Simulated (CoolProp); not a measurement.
Values from CoolProp's reference Helmholtz-energy equation of state, Tillner-Roth 1997.

### Question
For CH2F2 (R32), give the phase and the density (kg/m³), speed of sound (m/s) at 340.3 K and 2.46 MPa; 406.6 K and 2.46 MPa.

### Answer
- 340.3 K and 2.46 MPa: gas; density 57.3, speed of sound 224
- 406.6 K and 2.46 MPa: gas; density 42.1, speed of sound 261
